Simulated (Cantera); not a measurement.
A closed system holds: 1 mol CHF3, 0.02 mol HCl, equilibrated at 10.0 mbar.

Equilibrium computed with Cantera from the NASA thermochemical tables; the gas is ideal and each condensed phase is pure. Candidate condensed phases: C, C6H6, C7H8, C8H18; 118 gas species. Gases not in the tables: C2F6 and larger saturated fluorocarbons. Rates play no part.

Question: At 2200 K, list the 6 most abundant gas species with their mole fractions, and the condensed phases.

Answer: HF 0.541, CF2 0.183, CF4 0.135, F 0.122, Cl 0.0105, CF3 0.00695. Condensed: C(graphite).
